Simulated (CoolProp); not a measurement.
Properties of n-butane along the isobar 1.28 MPa.

Model: reference Helmholtz-energy equation of state, Bücker 2006, in CoolProp.

```json
[
 {"T (°C)": "-68.85", "phase": "liquid", "density (kg/m³)": "670.8", "cv (kJ/(kg K))": "1.480", "expansivity (1/kK)": "1.413"},
 {"T (°C)": "-47.25", "phase": "liquid", "density (kg/m³)": "650.1", "cv (kJ/(kg K))": "1.518", "expansivity (1/kK)": "1.494"},
 {"T (°C)": "-25.55", "phase": "liquid", "density (kg/m³)": "628.7", "cv (kJ/(kg K))": "1.568", "expansivity (1/kK)": "1.599"},
 {"T (°C)": "-3.95", "phase": "liquid", "density (kg/m³)": "606.4", "cv (kJ/(kg K))": "1.629", "expansivity (1/kK)": "1.738"},
 {"T (°C)": "17.75", "phase": "liquid", "density (kg/m³)": "582.9", "cv (kJ/(kg K))": "1.699", "expansivity (1/kK)": "1.927"},
 {"T (°C)": "39.35", "phase": "liquid", "density (kg/m³)": "557.6", "cv (kJ/(kg K))": "1.775", "expansivity (1/kK)": "2.194"},
 {"T (°C)": "61.05", "phase": "liquid", "density (kg/m³)": "529.5", "cv (kJ/(kg K))": "1.858", "expansivity (1/kK)": "2.602"},
 {"T (°C)": "82.65", "phase": "liquid", "density (kg/m³)": "497.2", "cv (kJ/(kg K))": "1.947", "expansivity (1/kK)": "3.301"}
]
```
